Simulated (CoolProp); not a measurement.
Properties of C2F6 (R116) along the isotherm 328.9 K (Tc = 293.0 K, pc = 3.048 MPa, ω = 0.257).

Computed with CoolProp (reference Helmholtz-energy equation of state, Lemmon 2006). It is a short technical equation, of lower accuracy than the large ones.

| p (MPa) | phase | cp (kJ/(kg K)) | cv (kJ/(kg K)) | Joule-Thomson coefficient (K/MPa) | isothermal compressibility (1/MPa) | viscosity (µPa s) | Prandtl number |
|---|---|---|---|---|---|---|---|
| 0.00482 | gas | 0.8178 | 0.7575 | 6.256 | 207.5 | 15.5 | 0.739 |
| 0.00813 | gas | 0.8179 | 0.7575 | 6.257 | 123.1 | 15.5 | 0.739 |
| 0.0137 | gas | 0.8181 | 0.7575 | 6.261 | 73.07 | 15.5 | 0.739 |
| 0.0232 | gas | 0.8184 | 0.7576 | 6.266 | 43.18 | 15.5 | 0.740 |
| 0.0391 | gas | 0.8189 | 0.7578 | 6.275 | 25.65 | 15.5 | 0.740 |
| 0.066 | gas | 0.8198 | 0.7581 | 6.290 | 15.23 | 15.5 | 0.741 |
| 0.111 | gas | 0.8213 | 0.7585 | 6.315 | 9.084 | 15.5 | 0.742 |
| 0.188 | gas | 0.8239 | 0.7593 | 6.359 | 5.395 | 15.5 | 0.745 |
| 0.317 | gas | 0.8285 | 0.7606 | 6.434 | 3.232 | 15.6 | 0.749 |
| 0.535 | gas | 0.8368 | 0.7629 | 6.564 | 1.949 | 15.7 | 0.757 |
| 0.903 | gas | 0.8527 | 0.7669 | 6.793 | 1.193 | 15.8 | 0.772 |
| 1.52 | gas | 0.8863 | 0.7743 | 7.200 | 0.7543 | 16.3 | 0.806 |

Viscosity comes from a separate model (Huber 2003), an estimate that may be off by 10 % or more. Thermal conductivity comes from a separate model (Huber 2003), an estimate that may be off by 10 % or more.
